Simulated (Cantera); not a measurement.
Charge: 1 mol N2O, 0.15 mol H2, equilibrated at 3523.15 K and 0.100 bar.

Cantera equilibrium calculation (NASA polynomials, part measured and part estimated; ideal gas, pure solids and liquids). Candidate condensed phases: H2O; 24 gas species. Equilibrium is a limit: real reactors are often held back by kinetics, nucleation or transport.

Base state: N2 0.455, O 0.339, H 0.114, O2 0.0420, NO 0.0278, OH 0.0172, H2 0.00339, H2O 0.00109 (mole fractions); condensed: gas only.

Problem. What changes in the equilibrium state with this change: temperature from 3523.15 K to 2075 K?

Solution. 
```
species    before     after
-------  --------  --------
N2          0.455     0.629
O2         0.0420     0.262
H2O       0.00109    0.0920
O           0.339   0.00189
H           0.114  0.000142
OH         0.0172   0.00526
NO         0.0278   0.00933
N        0.000527   6.42e-9
H2        0.00339  0.000283
```

Problem. What changes in the equilibrium state with this change: temperature from 3523.15 K to 2573.15 K?

Solution. 
```json
[
 {"species": "N2", "before": "0.455", "after": "0.604"},
 {"species": "O2", "before": "0.0420", "after": "0.231"},
 {"species": "H2O", "before": "0.00109", "after": "0.0712"},
 {"species": "O", "before": "0.339", "after": "0.0313"},
 {"species": "H", "before": "0.114", "after": "0.00682"},
 {"species": "OH", "before": "0.0172", "after": "0.0277"},
 {"species": "NO", "before": "0.0278", "after": "0.0239"},
 {"species": "N", "before": "0.000527", "after": "1.39e-6"},
 {"species": "H2", "before": "0.00339", "after": "0.00393"}
]
```
